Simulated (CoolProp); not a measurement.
Vapour-liquid equilibrium of propane (1) + isobutane (2) at 253.6 K; x and y are mole fractions of (1).

Model: multi-fluid Helmholtz-energy mixture model, Lemmon 2009 and Bücker 2006; pair parameters Kunz 2012, in CoolProp.

| x | bubble pressure (MPa) | y at the bubble point | dew pressure at overall composition x (MPa) | liquid density (mol/L) |
|---|---|---|---|---|
| 0.05 | 0.08248 | 0.146 | 0.07662 | 10.46 |
| 0.2 | 0.1077 | 0.441 | ___ | 10.75 |
| 0.35 | 0.1326 | ___ | ___ | 11.05 |
| 0.5 | 0.1580 | 0.755 | ___ | ___ |
| 0.65 | 0.1842 | 0.852 | 0.1368 | 11.71 |
| 0.8 | 0.2114 | 0.926 | 0.1691 | ___ |
| 0.95 | 0.2392 | 0.984 | ___ | 12.43 |

Fill in the missing entries.


- 0.2, dew pressure at overall composition x (MPa): 0.08623
- 0.35, y at the bubble point: 0.626
- 0.35, dew pressure at overall composition x (MPa): 0.09848
- 0.5, dew pressure at overall composition x (MPa): 0.1146
- 0.5, liquid density (mol/L): 11.37
- 0.8, liquid density (mol/L): 12.06
- 0.95, dew pressure at overall composition x (MPa): 0.2219

No azeotrope shows between x = 0.05 and 0.95.

The pair parameters rest on a limited set of measurements; away from them the model extrapolates.
